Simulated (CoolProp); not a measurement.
Saturation properties of toluene (Tc = 591.7 K, pc = 4.126 MPa, ω = 0.266).

Computed with CoolProp (reference Helmholtz-energy equation of state, Lemmon 2006). It is a short technical equation, of lower accuracy than the large ones.

```json
[
 {"T (K)": "346.5", "p (MPa)": "0.03073", "liquid cp (kJ/(kg K))": "1.866", "vapour Z": "0.9827", "surface tension (mN/m)": "22.1"},
 {"T (K)": "356.4", "p (MPa)": "0.04343", "liquid cp (kJ/(kg K))": "1.901", "vapour Z": "0.9778", "surface tension (mN/m)": "21.0"},
 {"T (K)": "366.3", "p (MPa)": "0.06004", "liquid cp (kJ/(kg K))": "1.938", "vapour Z": "0.9720", "surface tension (mN/m)": "19.8"},
 {"T (K)": "376.2", "p (MPa)": "0.08137", "liquid cp (kJ/(kg K))": "1.975", "vapour Z": "0.9653", "surface tension (mN/m)": "18.7"},
 {"T (K)": "386.1", "p (MPa)": "0.1083", "liquid cp (kJ/(kg K))": "2.012", "vapour Z": "0.9576", "surface tension (mN/m)": "17.6"},
 {"T (K)": "396", "p (MPa)": "0.1417", "liquid cp (kJ/(kg K))": "2.050", "vapour Z": "(withheld)", "surface tension (mN/m)": "16.5"},
 {"T (K)": "405.9", "p (MPa)": "(withheld)", "liquid cp (kJ/(kg K))": "2.089", "vapour Z": "0.9388", "surface tension (mN/m)": "15.5"},
 {"T (K)": "415.8", "p (MPa)": "0.2323", "liquid cp (kJ/(kg K))": "2.128", "vapour Z": "0.9277", "surface tension (mN/m)": "14.4"},
 {"T (K)": "425.7", "p (MPa)": "0.2916", "liquid cp (kJ/(kg K))": "2.168", "vapour Z": "0.9154", "surface tension (mN/m)": "13.4"},
 {"T (K)": "435.6", "p (MPa)": "0.3619", "liquid cp (kJ/(kg K))": "2.210", "vapour Z": "0.9017", "surface tension (mN/m)": "12.4"},
 {"T (K)": "445.5", "p (MPa)": "0.4443", "liquid cp (kJ/(kg K))": "2.252", "vapour Z": "0.8866", "surface tension (mN/m)": "11.3"},
 {"T (K)": "455.4", "p (MPa)": "0.5402", "liquid cp (kJ/(kg K))": "2.296", "vapour Z": "(withheld)", "surface tension (mN/m)": "10.4"}
]
```

### Question
Some entries are withheld; supply them.

### Answer

- 396, vapour Z: 0.9488
- 405.9, p (MPa): 0.1827
- 455.4, vapour Z: 0.8702

It boils at 383.7 K under 1 atm.

Surface tension comes from a separate correlation (Mulero 2012).
